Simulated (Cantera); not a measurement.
An isothermal, constant-pressure homogeneous reactor starts with 2.74 % CO, 2.65 % O2, 0.0114 % H2O, 94.6 % N2, at 1375 K and 1.00 atm.

Detailed kinetics in Cantera: GRI-Mech 3.0 (53 species, 325 reactions).

x: mole fraction; the columns are a selection and need not sum to one.

| t (s) | x CO | x O2 | x H2O | x N2O | x NO | x H2 | x OH |
|---|---|---|---|---|---|---|---|
| 2.00e-6 | 0.0274 | 0.0265 | 0.000114 | <1e-12 | <1e-12 | <1e-12 | <1e-12 |
| 6.30e-6 | 0.0274 | 0.0265 | 0.000114 | <1e-12 | <1e-12 | <1e-12 | 1.03e-12 |
| 1.98e-5 | 0.0274 | 0.0265 | 0.000114 | <1e-12 | <1e-12 | <1e-12 | 6.85e-12 |
| 6.25e-5 | 0.0274 | 0.0265 | 0.000114 | <1e-12 | <1e-12 | <1e-12 | 5.14e-11 |
| 0.000197 | 0.0274 | 0.0265 | 0.000114 | 7.07e-12 | <1e-12 | 1.21e-12 | 4.17e-10 |
| 0.000620 | 0.0274 | 0.0265 | 0.000114 | 7.22e-11 | <1e-12 | 3.59e-11 | 3.69e-9 |
| 0.00195 | 0.0274 | 0.0265 | 0.000113 | 1.33e-9 | 2.82e-12 | 1.67e-9 | 6.40e-8 |
| 0.00615 | 0.0256 | 0.0251 | 8.69e-5 | 6.16e-7 | ___ | 1.54e-6 | 1.89e-5 |
| 0.0194 | 0.00665 | 0.0158 | 6.99e-5 | 1.86e-6 | ___ | 2.97e-6 | 3.04e-5 |
| 0.0610 | 0.000871 | 0.0133 | 0.000105 | 2.06e-6 | ___ | 6.84e-7 | 1.39e-5 |
| 0.192 | 9.80e-5 | 0.0130 | 0.000112 | 1.72e-6 | 1.18e-5 | 7.88e-8 | 5.13e-6 |
| 0.605 | 9.68e-6 | 0.0129 | 0.000114 | 5.17e-7 | 1.21e-5 | 8.37e-9 | 1.90e-6 |
| 1.91 | 9.81e-7 | 0.0129 | 0.000115 | 4.83e-8 | 1.22e-5 | 1.09e-9 | 7.28e-7 |
| 6.00 | 1.86e-7 | 0.0129 | 0.000115 | 1.36e-8 | 1.22e-5 | 3.40e-10 | 4.21e-7 |

Complete the blanks.


- 0.00615, x NO: 5.06e-8
- 0.0194, x NO: 6.75e-6
- 0.0610, x NO: 1.06e-5
